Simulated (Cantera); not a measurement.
Input: 1 mol Al, a varied amount of CO2, 28 mol N2, equilibrated at 1548 K and 5.20 mbar.

These are equilibrium values from Cantera (NASA tables, ideal gas, pure condensed phases), not measurements of a reactor. Candidate condensed phases: Al, AlN, Al2O3, C; 32 gas species. Mutual solubility and eutectic melting of coexisting phases are not modelled. Equilibrium is a limit: real reactors are often held back by kinetics, nucleation or transport.

Task: Which condensed phases are stable at each of these points (n(CO2) (mol)): 0.13, 0.19, 0.3, 0.45, 0.68, 1, 1.6, 2.4, 3.6?

Result: 
```csv
n(CO2) (mol),condensed phases,Al condensed (%)
0.13,AlN(s) + Al2O3(s),100.0
0.19,AlN(s) + Al2O3(s),100.0
0.3,AlN(s) + Al2O3(s),100.0
0.45,AlN(s) + Al2O3(s),100.0
0.68,AlN(s) + Al2O3(s),100.0
1,AlN(s) + Al2O3(s),100.0
1.6,Al2O3(s),100.0
2.4,Al2O3(s),100.0
3.6,Al2O3(s),100.0
```

From 0.13 mol CO2 to 1 mol CO2 the condensed part is AlN(s) + Al2O3(s). From 1.6 mol CO2 to 3.6 mol CO2 the condensed part is Al2O3(s).
